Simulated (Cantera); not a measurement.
Cantera run:

```python
import numpy as np
import cantera as ct

gas_names = """
    Ca CaCL CaCL2 Ca2 CL CL2 H HCL H2 N NH NH2 NH3 N2 N2H2 N2H4
""".split()
cond_names = """
    Ca(a) Ca(b) Ca(L) CaCL2(s) CaCL2(L) NH4CL(a) NH4CL(b)
""".split()


def load(file, names, dense=False):
    # The tables refer to 1 bar. Condensed volumes are neglected.
    table = {s.name: s for s in ct.Species.list_from_file(file)}
    out = []
    for n in names:
        d = dict(table[n].input_data)
        d["thermo"] = dict(d["thermo"], **{"reference-pressure": 1e5})
        if dense:
            d["equation-of-state"] = {"model": "constant-volume", "density": "1e6 g/cm^3"}
        out.append(ct.Species.from_dict(d))
    return out


gas = ct.Solution(thermo="ideal-gas", species=load("nasa_gas.yaml", gas_names))
cond = {s.name: ct.Solution(thermo="fixed-stoichiometry", species=[s], name=s.name)
        for s in load("nasa_condensed.yaml", cond_names, dense=True)}
atoms = {
    'CaCl2': {'Ca': 1, 'CL': 2},
    'H2': {'H': 2},
    'N2': {'N': 2},
}
top_T = {}  # K; cautious upper limits of use, not melting points


def equilibrate(T, P, feed):
    n = {}
    for name, mol in feed.items():
        for a, k in atoms[name].items():
            n[a] = n.get(a, 0.0) + k * mol
    gas.TPX = T, P, n
    mass = sum(n.values()) * gas.mean_molecular_weight
    gas.equilibrate("TP")
    valid = [c for c in cond.values() if c.min_temp <= T <= top_T.get(c.name, c.max_temp)]
    mix = ct.Mixture([(gas, mass / gas.mean_molecular_weight)] + [(c, 0.0) for c in valid])
    mix.T, mix.P = T, P
    mix.equilibrate("TP", solver="vcs", rtol=1e-11, max_steps=5000)
    return mix


results = []
feed = {'CaCl2': 1, 'H2': 0.3, 'N2': 310}  # mol
P = 1000  # Pa
for T in [723, 823, 923, 1023, 1123, 1223, 1323, 1423, 1523, 1623, 1723, 1823, 1923, 2023]:
    mix = equilibrate(T, P, feed)
    results.append((T, P, feed, dict(zip(mix.species_names, mix.species_moles))))

top = {s: max(r[3][s] / sum(r[3][g] for g in gas_names) for r in results) for s in gas_names}
cols = sorted((s for s in top if top[s] > 0.001), key=lambda s: -top[s])[:5]
seen = [c for c in cond_names if any(r[3].get(c, 0) > 1e-12 for r in results)]
print("log10 of partial pressures in bar; condensed amounts in mol")
print(f"{'T/K':>10s}" + "".join(f"{s[:9]:>10s}" for s in cols + seen))
for T, P, feed, n in results:
    ng = sum(n[g] for g in gas_names)
    print(f"{T:10.4g}" + "".join(f"{np.log10(max(n[s] / ng * P / 1e5, 1e-99)):10.3f}" for s in cols)
          + "".join(f"{n.get(c, 0):10.4g}" for c in seen))
```

Output:

```
log10 of partial pressures in bar; condensed amounts in mol
       T/K        N2     CaCL2  CaCL2(s)  CaCL2(L)
       723    -2.000   -13.964         1         0
       823    -2.000   -11.185         1         0
       923    -2.000    -9.021         1         0
      1023    -2.000    -7.293    0.9984         0
      1123    -2.000    -5.984         0    0.9678
      1223    -2.001    -4.930         0    0.6347
      1323    -2.002    -4.494         0         0
      1423    -2.002    -4.495         0         0
      1523    -2.002    -4.497         0         0
      1623    -2.002    -4.501         0         0
      1723    -2.002    -4.508         0         0
      1823    -2.002    -4.518         0         0
      1923    -2.002    -4.533         0         0
      2023    -2.002    -4.558         0         0
```

Method: chemical equilibrium by Gibbs-energy minimisation in Cantera with the NASA 1993 tables (ideal gas, pure condensed phases).
